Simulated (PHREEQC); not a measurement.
A solution holds 0.0049 mol NH4Br, 0.00045 mol LiOH and 0.00014 mol LiCl per kg of water, at 20 °C. Closed to the air; pH follows from the charge balance.

The numbers come from PHREEQC with the ion-association model, phreeqc.dat.

Precipitation was switched off in this run.

Task: Predict the pH.

Result: pH 8.44.

Task: In which forms is N present?

Result: NH4+ 91 %, NH3 9.1 % of the N.

Complexes and solids missing from the database can't appear.
